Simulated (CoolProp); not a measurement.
The fluid at 293.15 K and 0.0879 MPa is throttled through a valve to 0.0421 MPa with no heat exchange. The same conditions are run with several fluids, on thermodynamics alone (safety and materials aside).

Model: reference Helmholtz-energy equation of state of each fluid (sulfur dioxide: Gao 2016; C3F8 (R218): Lemmon 2006; ethylene: Smukala 2000; ammonia: Gao 2020; R142b: Lemmon 2006), in CoolProp.

```
fluid           temperature change (K)  final density (kg/m³)
--------------  ----------------------  ---------------------
sulfur dioxide                    -1.9                   1.12
C3F8 (R218)                       -0.6                   3.29
ethylene                          -0.5                  0.487
ammonia                           -1.4                  0.297
R142b                             -1.3                   1.76
```
